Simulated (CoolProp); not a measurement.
Aqueous ethanol as a coolant, 13 % by mass, freezing at -6.1 °C, 1 atm.

Values from CoolProp's Melinder's fits for secondary coolants.

```json
[
 {"T (°C)": "-2.4", "conductivity (W/(m K))": "0.483", "cp (kJ/(kg K))": "4.425", "Prandtl number": "40.4", "viscosity (mPa s)": "4.41"},
 {"T (°C)": "3.6", "conductivity (W/(m K))": "0.490", "cp (kJ/(kg K))": "4.399", "Prandtl number": "29.3", "viscosity (mPa s)": "3.26"},
 {"T (°C)": "9.5", "conductivity (W/(m K))": "0.497", "cp (kJ/(kg K))": "4.372", "Prandtl number": "22.2", "viscosity (mPa s)": "2.52"},
 {"T (°C)": "15.5", "conductivity (W/(m K))": "0.504", "cp (kJ/(kg K))": "4.345", "Prandtl number": "17.3", "viscosity (mPa s)": "2.01"},
 {"T (°C)": "21.5", "conductivity (W/(m K))": "0.511", "cp (kJ/(kg K))": "4.321", "Prandtl number": "13.9", "viscosity (mPa s)": "1.64"},
 {"T (°C)": "27.4", "conductivity (W/(m K))": "0.518", "cp (kJ/(kg K))": "4.303", "Prandtl number": "11.4", "viscosity (mPa s)": "1.37"},
 {"T (°C)": "33.4", "conductivity (W/(m K))": "0.524", "cp (kJ/(kg K))": "4.293", "Prandtl number": "9.50", "viscosity (mPa s)": "1.16"}
]
```
